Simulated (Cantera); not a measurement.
Mixture: CH₄ : O₂ : N₂ = 1 : 1 : 5.5 (molar parts), equivalence ratio 2.0, at 2900000 Pa, adiabatic and at constant volume. Ignition delay is the time to a rise of 400 K.

Model: GRI-Mech 3.0 (53 species, 325 reactions), integrated in Cantera. The pressure lies above the range GRI-Mech 3.0 was tuned for (to about 10 atm).

Task: What does this change do: 0.24 parts CO2 added?

Result: 
```tsv
quantity	before	after
delay at 1023 K	29.3 ms	30.1 ms
delay at 1098 K	9.38 ms	9.67 ms
delay at 1173 K	3.55 ms	3.67 ms
delay at 1248 K	1.50 ms	1.56 ms
delay at 1323 K	0.679 ms	0.710 ms
delay at 1398 K	0.324 ms	0.341 ms
delay at 1473 K	0.160 ms	0.169 ms
apparent activation energy between 1323 and 1473 K	160 kJ/mol	150 kJ/mol
```

Task: What does this change do: CH4 1 to 0.54 parts?

Result: 
```csv
quantity,before,after
delay at 1023 K,29.3 ms,24.1 ms
delay at 1098 K,9.38 ms,7.42 ms
delay at 1173 K,3.55 ms,2.72 ms
delay at 1248 K,1.50 ms,1.13 ms
delay at 1323 K,0.679 ms,0.511 ms
delay at 1398 K,0.324 ms,0.245 ms
delay at 1473 K,0.160 ms,0.123 ms
apparent activation energy between 1323 and 1473 K,160 kJ/mol,150 kJ/mol
```
